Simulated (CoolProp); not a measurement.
The fluid at 468.11 K and 2.46 MPa is throttled through a valve to 1.68 MPa with no heat exchange. The same conditions are run with several fluids, on thermodynamics alone (safety and materials aside).

Model: reference Helmholtz-energy equation of state of each fluid (R227EA: Lemmon 2016; methane: Setzmann 1991; R11: Jacobsen 1992; dimethyl ether: Wu 2011; R365MFC: Lemmon 2016), in CoolProp.

Q: Rank R227EA, methane, R11, dimethyl ether, R365MFC by temperature change (K), highest first.

A: methane (-1.1), R227EA (-3.9), dimethyl ether (-4.8), R365MFC (-8.4), R11 (-11.1)

```tsv
fluid	final density (kg/m³)
R227EA	81.4
methane	6.95
R11	72.4
dimethyl ether	21.7
R365MFC	82.7
```
